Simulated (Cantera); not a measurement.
A Cantera script and its output.

```python
import numpy as np
import cantera as ct

surf = ct.Interface("ptcombust.yaml", "Pt_surf")
gas = surf.adjacent["gas"]
gas.TPX = 300, 13000, {'H2': 0.01, 'O2': 0.062, 'N2': 0.79}
jet = ct.ImpingingJet(gas=gas, width=0.046, surface=surf)
jet.inlet.mdot, jet.inlet.T, jet.inlet.X = 0.087, 300, {'H2': 0.01, 'O2': 0.062, 'N2': 0.79}
jet.set_refine_criteria(ratio=10, slope=0.2, curve=0.3)
show, cover = ['H2', 'O2', 'H2O', 'OH'], ["PT(S)", "H(S)", "O(S)", "OH(S)", "CO(S)", "C(S)"]

rows = []
print(f"{'Ts/K':>7s}" + "".join(f"{s:>11s}" for s in show + cover) + "   (gas at the wall, coverages)")
for i, Ts in enumerate([700, 750, 800, 850, 900, 950]):
    jet.surface.T = Ts
    if i == 0:
        surf.TP = Ts, 13000
        surf.coverages = "PT(S):0.5, O(S):0.5"
        surf.advance_coverages(1.0)
        jet.set_initial_guess(products="inlet")
    jet.solve(loglevel=0, auto=(i == 0))
    rows.append([*(jet.X[gas.species_index(s), -1] for s in show), *surf[cover].coverages])
    print(f"{Ts:7g}" + "".join(f"{x:11.3e}" for x in rows[-1]))
```

Result:

```
   Ts/K         H2         O2        H2O         OH      PT(S)       H(S)       O(S)      OH(S)      CO(S)       C(S)   (gas at the wall, coverages)
    700  1.247e-03  6.078e-02  1.998e-02  9.007e-11  4.658e-02  2.033e-09  9.513e-01  2.121e-03 -1.136e-26 -1.112e-35
    750  9.471e-04  6.050e-02  2.042e-02  5.301e-10  6.539e-02  5.084e-09  9.328e-01  1.820e-03  7.822e-20  3.994e-28
    800  6.532e-04  6.023e-02  2.085e-02  2.284e-09  1.016e-01  1.481e-08  8.968e-01  1.689e-03  4.312e-19  8.415e-28
    850  4.604e-04  6.006e-02  2.110e-02  8.066e-09  1.520e-01  3.992e-08  8.464e-01  1.568e-03  6.859e-23  8.473e-26
    900  3.414e-04  5.997e-02  2.122e-02  2.550e-08  2.113e-01  9.346e-08  7.872e-01  1.426e-03  1.709e-23  6.994e-26
    950  2.718e-04  5.993e-02  2.125e-02  6.900e-08  2.765e-01  1.949e-07  7.223e-01  1.276e-03  2.256e-20  7.319e-26
```

Detailed kinetics in Cantera: Deutschmann's 1995 Pt surface mechanism with GRI-Mech 3.0 gas chemistry. Catalytic surfaces can have several steady states; this one follows from the mechanism file's or the stated starting coverage.
